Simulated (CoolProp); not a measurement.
Values from CoolProp's reference Helmholtz-energy equation of state, Thol 2019.

Question: For tetradecamethylhexasiloxane (MD4M), give the phase and the Z, Joule-Thomson coefficient (K/MPa), isothermal compressibility (1/MPa) at 116.15 °C and 621 kPa; 116.15 °C and 1660 kPa.

Answer: 
- 116.15 °C and 621 kPa: liquid; Z 0.110, Joule-Thomson coefficient -0.339, isothermal compressibility 0.00296
- 116.15 °C and 1660 kPa: liquid; Z 0.294, Joule-Thomson coefficient -0.345, isothermal compressibility 0.00286
